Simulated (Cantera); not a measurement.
# Equilibrium for oxide etching and cleaning by halides: TiO2 + Cl2

A closed system holds: 1 mol TiO2, a varied amount of Cl2, held at 1.00 bar.

Cantera equilibrium calculation (NASA polynomials, part measured and part estimated; ideal gas, pure solids and liquids). Candidate condensed phases: Ti, TiCl2, TiCl3, TiCl4, TiO, TiO2, Ti2O3, Ti3O5, Ti4O7; 15 gas species. The tables' values for TiCl2 are old estimates. Condensed phases not in the tables: TiOCl. Rates play no part.

**Question.** Map the stable condensed phases over T = 327, 427, 527, 627, 727, 827, 927, 1027, 1127, 1227, 1327, 1427, 1527, 1627 °C and n(Cl2) in mol = 3.7, 5.3, 7.7, 11, 16, 23, 33.

**Answer.** 
```
T in °C \ n(Cl2) in mol
         3.7 5.3 7.7  11  16  23  33
   1627    A   A   A   A   B   B   B
   1527    A   A   A   A   A   B   B
   1427    A   A   A   A   A   B   B
   1327    A   A   A   A   A   A   B
   1227    A   A   A   A   A   A   A
   1127    A   A   A   A   A   A   A
   1027    A   A   A   A   A   A   A
    927    A   A   A   A   A   A   A
    827    A   A   A   A   A   A   A
    727    A   A   A   A   A   A   A
    627    A   A   A   A   A   A   A
    527    A   A   A   A   A   A   A
    427    A   A   A   A   A   A   A
    327    A   A   A   A   A   A   A
```
A: TiO2; B: gas only.
